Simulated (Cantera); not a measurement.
A closed system holds: 1 mol MgF₂, a varied amount of H₂, 4 mol H₂O, at 1202 °C and 0.133 bar.

Method: chemical equilibrium by Gibbs-energy minimisation in Cantera with the NASA 1993 tables (ideal gas, pure condensed phases). Candidate condensed phases: H₂O, Mg, MgF₂, MgO, Mg(OH)₂; 31 gas species. Rates play no part.

Question: At 3.7 mol H₂, list the 5 most abundant gas species with their mole fractions, and the condensed phases.

Answer: H₂ 0.425, H₂O 0.345, HF 0.230, MgF₂ 9.53e-5, H 2.32e-5. Condensed: MgO(s).
